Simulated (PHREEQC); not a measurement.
## Metal-bearing waste water

A solution holds 0.0019 mol/kgw FeCl3, 0.021 mol/kgw CuCl2, 6.1e-05 mol/kgw NaF and 0.11 mol/kgw NaCl, at 27 °C. Closed to the air; pH follows from the charge balance.

Equilibrium calculation in PHREEQC: ion-association model, phreeqc.dat.

No solid was allowed to form.

Problem. What pH does the model give?

Solution. pH 2.99.

Problem. In which forms is Cl present?

Solution. Cl- 98 %, CuCl+ 1.8 % of the Cl.

The solution is supersaturated, for example in Hematite (slow to form), Goethite (slow to form), so a real one may precipitate; this is no full list. Species that the database lacks are ignored. Fluoro complexes past AlF4- and FeF3 are missing from the database.
